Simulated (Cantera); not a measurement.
A perfectly stirred reactor is fed with C₃H₈ : O₂ : N₂ : H₂O = 1 : 3.85 : 22.7 : 5.6 (molar parts), equivalence ratio 1.3, at 260000 Pa; it is adiabatic with a 425 K inlet, and is followed from long to short residence time, starting on the burning branch (τ in s: 0.083, 0.03, 0.011, 0.004, 0.0014, 0.00053, 0.00019, 6.9e-05, 2.5e-05).

Model: GRI-Mech 3.0 (53 species, 325 reactions), integrated in Cantera. GRI-Mech 3.0 was tuned for natural gas; its chemistry of propane as a main component is partial and can be far from experiment.

**Question.** What does this change do: N2 22.7 to 29 parts?

**Answer.** 
```
quantity                                                                      before                               after
------------------------------------------------  ----------------------------------  ----------------------------------
blow-out, bracketed by the residence times tried  burning at 11.0 ms, out at 4.00 ms  burning at 30.0 ms, out at 11.0 ms
x(C₃H₈) at τ = 83.0 ms                                                       1.16e-5                             4.91e-5
x(O₂) at τ = 83.0 ms                                                         0.00166                             0.00323
x(H₂O) at τ = 83.0 ms                                                          0.243                               0.206
x(H₂) at τ = 83.0 ms                                                          0.0239                              0.0182
x(CH₂) at τ = 83.0 ms                                                        1.13e-7                             4.38e-8
x(C₃H₈) at τ = 1.40 ms                                                        0.0302                              0.0253
x(O₂) at τ = 1.40 ms                                                           0.116                              0.0976
x(H₂O) at τ = 1.40 ms                                                          0.169                               0.142
x(H₂) at τ = 1.40 ms                                                          <1e-12                              <1e-12
x(CH₂) at τ = 1.40 ms                                                         <1e-12                              <1e-12
```
